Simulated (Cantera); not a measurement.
What does this Cantera script print?

```python
import numpy as np
import cantera as ct

gas = ct.Solution("gri30.yaml")


def delay(T, t_max=10):
    gas.TPX = T, 630000, {'CH4': 1, 'O2': 4.08, 'N2': 15.3}
    reactor = ct.IdealGasReactor(gas, clone=False)
    net = ct.ReactorNet([reactor])
    net.rtol, net.atol = 1e-8, 1e-16
    while net.time < t_max:
        t_old, T_old = net.time, reactor.T
        net.step()
        if reactor.T > T + 400:  # ignition: a rise of 400 K
            return t_old + (T + 400 - T_old) / (reactor.T - T_old) * (net.time - t_old)
    return np.nan


taus = []
for T in [1050, 1150, 1250, 1350, 1450, 1550, 1650, 1750, 1850]:
    taus.append(delay(T))
    print(f"T0 = {T:6g} K   tau = {taus[-1]:.4e} s")
```

It prints:

```
T0 =   1050 K   tau = 4.6011e-02 s
T0 =   1150 K   tau = 1.0513e-02 s
T0 =   1250 K   tau = 2.9036e-03 s
T0 =   1350 K   tau = 9.1631e-04 s
T0 =   1450 K   tau = 3.2546e-04 s
T0 =   1550 K   tau = 1.2944e-04 s
T0 =   1650 K   tau = 5.7445e-05 s
T0 =   1750 K   tau = 2.8220e-05 s
T0 =   1850 K   tau = 1.5151e-05 s
```

Model: GRI-Mech 3.0 (53 species, 325 reactions), integrated in Cantera.
